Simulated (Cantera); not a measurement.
## Stirred combustor or abatement burner

A perfectly stirred reactor is fed with CH4 : CO : O2 : N2 = 1.3 : 0.077 : 1.57 : 5.9 (molar parts), equivalence ratio 1.7, at 1280 Torr; it is adiabatic with a 450 K inlet, and is followed from long to short residence time, starting on the burning branch (τ in s: 0.16, 0.041, 0.011, 0.0029, 0.00077, 0.0002, 5.4e-05, 1.4e-05, 3.8e-06).

Cantera simulation using GRI-Mech 3.0 (53 species, 325 reactions); the numbers are that mechanism's predictions, not measurements.

```csv
τ (s),T (K),x CH4,x CO,x O2,x C2H2,x HO2,x H2,x CH3
0.16,1908,0.00309,0.0975,0.000186,0.00181,3.74e-8,0.0990,0.000154
0.041,1915,0.00492,0.0917,0.000586,0.00362,1.26e-7,0.0900,0.000318
0.011,1914,0.00686,0.0867,0.00167,0.00515,4.18e-7,0.0814,0.000593
0.0029,1889,0.00946,0.0841,0.00481,0.00590,1.57e-6,0.0736,0.00105
0.00077,450,0.147,0.00870,0.177,<1e-12,<1e-12,<1e-12,<1e-12
0.00020,450,0.147,0.00870,0.177,<1e-12,<1e-12,<1e-12,<1e-12
5.4e-5,450,0.147,0.00870,0.177,<1e-12,<1e-12,<1e-12,<1e-12
1.4e-5,450,0.147,0.00870,0.177,<1e-12,<1e-12,<1e-12,<1e-12
3.8e-6,450,0.147,0.00870,0.177,<1e-12,<1e-12,<1e-12,<1e-12
```
x: mole fraction; the columns are a selection and need not sum to one.
